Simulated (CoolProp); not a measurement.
Dimethyl carbonate along the isobar 1.79 MPa: fugacity coefficient from the reference equation and from simpler models built on Tc = 557.0 K, pc = 4.909 MPa, ω = 0.346; each cubic takes its own stable root.

Computed with CoolProp (reference Helmholtz-energy equation of state, Zhou 2011).

```
T (K)   phase  reference
-----  ------  ---------
394    liquid     0.1367
423.4  liquid     0.2670
452.9  liquid     0.4643
482.3  liquid     0.7319
511.7     gas     0.8372
541.1     gas     0.8646
570.6     gas     0.8864
600       gas     0.9039
```

Question: How far does each simpler model (van der Waals, Redlich-Kwong, Soave-Redlich-Kwong) lie from the reference over these 8 states: mean and median of the absolute difference, and the worst?

Answer: 
- van der Waals: mean 67.5 %, median 9.7 %, worst +278.3 % at 394 K and 1.79 MPa
- Redlich-Kwong: mean 24.0 %, median 6.2 %, worst +83.5 % at 394 K and 1.79 MPa
- Soave-Redlich-Kwong: mean 1.1 %, median 0.6 %, worst +2.6 % at 452.9 K and 1.79 MPa

At some of these states van der Waals, Redlich-Kwong gives the other phase, because its saturation line lies elsewhere.
